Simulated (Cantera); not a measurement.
Feed: 1 mol V₂O₅, 2 mol H₂, 0.62 mol N₂, equilibrated at 1875 K and 34.0 mbar.

These are equilibrium values from Cantera (NASA tables, ideal gas, pure condensed phases), not measurements of a reactor. Candidate condensed phases: H₂O, V, VN, VO, V₂O₃, V₂O₄, V₂O₅; 28 gas species. Mutual solubility and eutectic melting of coexisting phases are not modelled. Condensed phases not in the tables: the oxides between V₂O₃ and V₂O₅ other than VO₂. Kinetics and transport are ignored.

Base state: H₂O 0.747, N₂ 0.235, H₂ 0.0105, VO₂ 0.00300, OH 0.00202, O₂ 0.00165, H 0.000364, NO 0.000257 (mole fractions); condensed: V₂O₃(s) + V₂O₄(l).

### Question
What changes in the equilibrium state with this change: temperature from 1875 K to 2098.15 K?

### Answer
```
species        before     after
------------  -------  --------
H₂O             0.747     0.689
N₂              0.235     0.225
VO₂           0.00300    0.0381
H₂             0.0105    0.0320
VO            1.19e-7   1.03e-5
O             5.30e-5  0.000508
V₂O₃(s), mol    0.984     0.947
V₂O₄(l), mol   0.0120         0
```
